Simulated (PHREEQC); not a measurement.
Make-up at 25 °C: 0.0029 mol/kgw H3PO4, 0.25 mol/kgw Na2HPO4 and 0.00027 mol/kgw NaCl. Closed to the air; pH follows from the charge balance.

All values are PHREEQC results (ion-association model, phreeqc.dat), not measurements.

```
quantity                   before    after
------------------------  -------  -------
pH                           8.21     8.09
ionic strength (mol/kgw)    0.670    0.677
Na+ (mol/kgw)               0.462    0.465
HPO4-2 (mol/kgw)            0.208    0.211
NaHPO4- (mol/kgw)          0.0386   0.0355
H2PO4- (mol/kgw)          0.00599  0.00614
```

Problem. Which change was made?
A. temperature from 25 to 60 °C
B. H3PO4 left out
C. 0.13 mol/kgw NaBF4 added
D. NaCl left out

Solution. A, temperature from 25 to 60 °C

This is a speciation only: nothing precipitates in the calculation. Away from 25 °C the constants follow the database's enthalpies or fits; those with neither stay at their 25 °C values.
